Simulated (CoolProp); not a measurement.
n-perfluorohexane along the isotherm 450 K: density (kg/m³) from the reference equation and from simpler models built on Tc = 448.0 K, pc = 1.742 MPa, ω = 0.497; each cubic takes its own stable root.

Values from CoolProp's reference Helmholtz-energy equation of state, Gao 2022.

| p (MPa) | phase | reference | Redlich-Kwong | Peng-Robinson |
|---|---|---|---|---|
| 0.237 | gas | 22.51 | 22.47 | 22.59 |
| 0.475 | gas | 47.75 | 47.57 | 48.08 |
| 0.712 | gas | 76.46 | 75.89 | 77.17 |
| 0.95 | gas | 110.5 | 109.0 | 111.6 |
| 1.19 | gas | 153.2 | 149.9 | 154.5 |
| 1.42 | gas | 209.1 | 201.5 | 209.3 |
| 1.66 | gas | 311.0 | 290.7 | 303.6 |
| 1.9 | supercritical | 842.3 | 642.7 | 684.7 |
| 2.14 | supercritical | 947.9 | 727.0 | 791.6 |
| 2.37 | supercritical | 994.8 | 773.6 | 847.5 |
| 2.61 | supercritical | 1028 | 809.5 | 889.9 |
